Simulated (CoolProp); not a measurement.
Aqueous potassium carbonate as a coolant, 30 % by mass, freezing at -18.6 °C, 1 atm.

Values from CoolProp's Melinder's fits for secondary coolants.

| T (°C) | conductivity (W/(m K)) | density (kg/m³) | cp (kJ/(kg K)) | Prandtl number |
|---|---|---|---|---|
| -13.1 | 0.515 | 1312 | 2.906 | 37.4 |
| -7.8 | 0.523 | 1311 | 2.914 | 30.4 |
| -2.6 | 0.532 | 1309 | 2.922 | 25.3 |
| 2.7 | 0.541 | 1307 | 2.930 | 21.3 |
| 7.9 | 0.549 | 1304 | 2.939 | 18.2 |
| 13.2 | 0.558 | 1302 | 2.947 | 15.7 |
| 18.5 | 0.567 | 1299 | 2.956 | 13.8 |
| 23.7 | 0.575 | 1297 | 2.965 | 12.1 |
| 29 | 0.584 | 1294 | 2.974 | 10.8 |
| 34.2 | 0.592 | 1291 | 2.983 | 9.60 |
